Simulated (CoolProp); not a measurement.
A closed Brayton cycle with carbon dioxide: compressor inlet 312.15 K and 7.6 MPa, high pressure 24.8 MPa, turbine inlet 665 K, compressor efficiency 0.8, turbine efficiency 0.85, recuperator effectiveness 0 (on enthalpy, no pinch check). Each further row changes one setting.

Model: reference Helmholtz-energy equation of state, Span 1996, in CoolProp.

| case | thermal efficiency (%) | net work (kJ/kg) | compressor to turbine work | compressor exit (K) | turbine exit (K) |
|---|---|---|---|---|---|
| as stated | 14.5 | 52.8 | 0.52 | 404.9 | 546.7 |
| turbine inlet 615 K | 13.9 | 41.7 | ? | 404.9 | 500.7 |
| compressor inlet 322.15 K | ? | 42.3 | 0.62 | ? | 546.7 |
| high pressure 21.1 MPa | 13.1 | ? | 0.49 | 391.7 | ? |
| recuperator effectiveness 0.5 | 18.6 | 52.8 | 0.52 | 404.9 | 546.7 |

Q: Some entries are withheld; supply them.

A: 
- turbine inlet 615 K, compressor to turbine work: 0.58
- compressor inlet 322.15 K, thermal efficiency (%): 13.0
- compressor inlet 322.15 K, compressor exit (K): 426.6
- high pressure 21.1 MPa, net work (kJ/kg): 49.4
- high pressure 21.1 MPa, turbine exit (K): 562.6
